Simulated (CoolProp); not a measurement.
A simple Rankine cycle with n-perfluorobutane: condensing at 320.15 K, boiler at 1.85 MPa, turbine inlet 449 K, turbine efficiency 0.75, pump efficiency 0.7, no recuperator. Each further row changes one setting.

Values from CoolProp's reference Helmholtz-energy equation of state, Gao 2022.

```tsv
case	thermal efficiency (%)	net work (kJ/kg)	heat in (kJ/kg)	turbine exit temperature (K)	volume ratio over the turbine
as stated	6.1	…	194	427.7	3.90
condensing temperature 312.15 K	…	…	204	424.7	4.90
boiler pressure 1.29 MPa	4.6	9.04	198	434.7	2.61
turbine efficiency 0.65	5.2	10.1	194	429.5	3.92
```

### Question
Some entries are withheld; supply them.

### Answer

- as stated, net work (kJ/kg): 11.8
- condensing temperature 312.15 K, thermal efficiency (%): 6.9
- condensing temperature 312.15 K, net work (kJ/kg): 14.1
